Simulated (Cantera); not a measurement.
Input: 1 mol SiH4, 0.99 mol O3, held at 0.0450 Torr.

Cantera equilibrium calculation (NASA polynomials, part measured and part estimated; ideal gas, pure solids and liquids). Candidate condensed phases: H2O, Si, SiO2; 18 gas species. The tables hold silica as quartz up to 1696 K and as liquid above; real silica turns to tridymite and cristobalite and melts near 1996 K. Kinetics and transport are ignored.

Q: What share of the Si ends up in condensed phases as a function of T (K), at 1075, 1175, 1275, 1375, 1475, 1575, 1675, 1775, 1875?

A: 
```json
[
 {"T (K)": "1075", "Si condensed (%)": "100.0", "as": "SiO2(β-quartz)"},
 {"T (K)": "1175", "Si condensed (%)": "100.0", "as": "SiO2(β-quartz)"},
 {"T (K)": "1275", "Si condensed (%)": "100.0", "as": "SiO2(β-quartz)"},
 {"T (K)": "1375", "Si condensed (%)": "100.0", "as": "SiO2(β-quartz)"},
 {"T (K)": "1475", "Si condensed (%)": "100.0", "as": "SiO2(β-quartz)"},
 {"T (K)": "1575", "Si condensed (%)": "100.0", "as": "SiO2(β-quartz)"},
 {"T (K)": "1675", "Si condensed (%)": "99.5", "as": "SiO2(β-quartz)"},
 {"T (K)": "1775", "Si condensed (%)": "95.6", "as": "SiO2(condensed)"},
 {"T (K)": "1875", "Si condensed (%)": "77.8", "as": "SiO2(condensed)"}
]
```
